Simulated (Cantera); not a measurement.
A jet of CH4 : O2 : N2 = 0.021 : 0.16 : 0.79 (molar parts), equivalence ratio 0.26 at 300 K and 0.0247 atm hits a platinum plate 8.1 cm away at a mass flux of 0.049 kg/m²/s; the plate temperature is set and raised in steps from an oxygen-covered start.

Model: Deutschmann's 1995 Pt surface mechanism with GRI-Mech 3.0 gas chemistry, integrated in Cantera. Catalytic surfaces can have several steady states; this one follows from the mechanism file's or the stated starting coverage.

One state of this run: wall x CH4 = 0.0114; wall x O2 = 0.143; wall x H2O = 0.0190; wall x OH = 3.18e-7; wall x CO = 9.24e-6; wall x CO2 = 0.0125; θ free Pt = 0.395; θ O* = 0.605. x: mole fraction at the wall; θ: surface coverage.

Problem. Which value of plate T (K) does it belong to?
A) 1150
B) 1100
C) 1000
D) 1050

Solution. C, 1000
